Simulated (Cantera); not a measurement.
Input (Python, Cantera) and output of one run.

```python
import numpy as np
import cantera as ct

gas_names = """
    C CH CH2 CH3 CH2OH CH3O CH4 CH3OH CO CO2 COOH C2 C2H CHCO,ketyl C2H2,acetylene C2H2,vinylidene
    CH2CO,ketene C2H3,vinyl CH3CO,acetyl C2H4 C2H4O,ethylen CH3CHO,ethanal CH3COOH (HCOOH)2 C2H5 C2H6
    CH3OCH3 C2H5OH C2O C3 C3H3,propargyl C3H4,allene C3H4,propyne C3H4,cyclo- C3H5,allyl C3H6,propylene
    C3H6,cyclo- C3H6O C3H7,n-propyl C3H7,i-propyl C3H8 C3H8O,1propanol C3H8O,2propanol C3O2 C4 C4H2
    C4H4,1,3-cyclo- C4H6,butadiene C4H6,2-butyne C4H6,cyclo- C4H8,1-butene C4H8,cis2-buten
    C4H8,tr2-butene C4H8,isobutene C4H8,cyclo- (CH3COOH)2 C4H9,n-butyl C4H9,i-butyl C4H9,s-butyl
    C4H9,t-butyl C4H10,isobutane C4H10,n-butane C5 C5H6,1,3cyclo- C5H8,cyclo- C5H10,1-pentene
    C5H10,cyclo- C5H11,pentyl C5H11,t-pentyl C5H12,n-pentane C5H12,i-pentane CH3C(CH3)2CH3 C6H2
    C6H5,phenyl C6H5O,phenoxy C6H6 C6H5OH,phenol C6H10,cyclo- C6H12,1-hexene C6H12,cyclo- C6H13,n-hexyl
    C7H7,benzyl C7H8 C7H8O,cresol C7H14,1-heptene C7H15,n-heptyl C7H16,n-heptane C8H8,styrene
    C8H10,ethylbenz C8H16,1-octene C8H17,n-octyl C8H18,isooctane C8H18,n-octane C9H19,n-nonyl
    C10H8,naphthale C10H21,n-decyl C12H9,o-bipheny C12H10,bipheny H HCO HO2 H2 HCHO,formaldehy HCOOH H2O
    H2O2 O OH O2 O3 Si SiC SiC2 SiC4H12 SiH SiH2 SiH3 SiH4 SiO SiO2 Si2 Si2C Si3
""".split()
cond_names = """
    C(gr) C6H6(L) C7H8(L) C8H18(L),n-octa H2O(s) H2O(L) Si(cr) Si(L) SiC(b) SiO2(Lqz) SiO2(hqz) SiO2(L)
""".split()


def load(file, names, dense=False):
    # The tables refer to 1 bar. Condensed volumes are neglected.
    table = {s.name: s for s in ct.Species.list_from_file(file)}
    out = []
    for n in names:
        d = dict(table[n].input_data)
        d["thermo"] = dict(d["thermo"], **{"reference-pressure": 1e5})
        if dense:
            d["equation-of-state"] = {"model": "constant-volume", "density": "1e6 g/cm^3"}
        out.append(ct.Species.from_dict(d))
    return out


gas = ct.Solution(thermo="ideal-gas", species=load("nasa_gas.yaml", gas_names))
cond = {s.name: ct.Solution(thermo="fixed-stoichiometry", species=[s], name=s.name)
        for s in load("nasa_condensed.yaml", cond_names, dense=True)}
atoms = {
    'Si': {'Si': 1},
    'O2': {'O': 2},
    'H2': {'H': 2},
    'CO2': {'C': 1, 'O': 2},
}
top_T = {'C(gr)': 4500, 'SiC(b)': 3050}  # K; cautious upper limits of use, not melting points


def equilibrate(T, P, feed):
    n = {}
    for name, mol in feed.items():
        for a, k in atoms[name].items():
            n[a] = n.get(a, 0.0) + k * mol
    gas.TPX = T, P, n
    mass = sum(n.values()) * gas.mean_molecular_weight
    gas.equilibrate("TP")
    valid = [c for c in cond.values() if c.min_temp <= T <= top_T.get(c.name, c.max_temp)]
    mix = ct.Mixture([(gas, mass / gas.mean_molecular_weight)] + [(c, 0.0) for c in valid])
    mix.T, mix.P = T, P
    mix.equilibrate("TP", solver="vcs", rtol=1e-11, max_steps=5000)
    return mix


results = []
feed = {'Si': 1, 'O2': 0.003, 'H2': 310, 'CO2': 0.18}  # mol
T = 2175  # K
P = 2.5  # Pa
mix = equilibrate(T, P, feed)
results.append((T, P, feed, dict(zip(mix.species_names, mix.species_moles))))
x = sorted(zip(gas.X, gas.species_names), reverse=True)
print(f"T = {T:g} K  P = {P:g} Pa  gas = {mix.phase_moles(0):.4g} mol")
print("   x: " + "  ".join(f"{s} {v:.3e}" for v, s in x if v > 0.001))
print("   condensed (mol): " + ("  ".join(f"{mix.phase(i).name} {mix.phase_moles(i):.4g}"
      for i in range(1, mix.n_phases) if mix.phase_moles(i) > 1e-12) or "none"))
```

It prints:

```
T = 2175 K  P = 2.5 Pa  gas = 447.3 mol
   x: H 6.087e-01  H2 3.887e-01  Si 1.817e-03
   condensed (mol): none
```

Cantera equilibrium calculation (NASA polynomials, part measured and part estimated; ideal gas, pure solids and liquids).
